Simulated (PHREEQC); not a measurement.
Na2CO3 is added in steps, without added water, to 1 kg of water holding 0.31 mol Na2SO4, 1 mol CaCl2 and 0.00086 mol H4SiO4, at 25 °C. The system is closed to CO2. The run lets Aragonite, Burkeite, Gaylussite, Glauberite, Gypsum, Anhydrite, Halite, Mirabilite, Nahcolite, Natron, Pirssonite, Portlandite, SiO2(a), Thenardite, Trona precipitate or redissolve, and no other solid.

Base run: PHREEQC, Pitzer model, pitzer.dat. Each further column changes one thing. The table gives pH.

```
Na2CO3 added (mol)   base  database wateq4f.dat
------------------  -----  --------------------
0                    5.95                     ?
0.2812               7.63                     ?
0.4688               7.83                     ?
0.75                 8.39                     ?
1.031               10.55                 10.27
1.219               11.08                     ?
1.5                 11.30                     ?
1.781               11.36                 11.10
1.969               11.35                     ?
2.25                11.34                 11.18
2.531               11.33                 11.20
2.719               11.41                 11.20
3                   11.50                 11.18
```

Complete the blanks.


- 0, database wateq4f.dat: 6.22
- 0.2812, database wateq4f.dat: 7.87
- 0.4688, database wateq4f.dat: 7.96
- 0.75, database wateq4f.dat: 8.38
- 1.219, database wateq4f.dat: 10.83
- 1.5, database wateq4f.dat: 11.01
- 1.969, database wateq4f.dat: 11.14

In brines, pH and single-ion activities rest on the MacInnes convention. The ionic strength passes 0.7 mol/kgw, the rough limit of the ion-association models, in part of: database wateq4f.dat. pitzer.dat has no redox and few complexes: it carries them in its interaction parameters. Solids allowed in the column 'database wateq4f.dat': Calcite, Gypsum, Portlandite, SiO2(a), Halite, Mirabilite, Nahcolite, Natron.
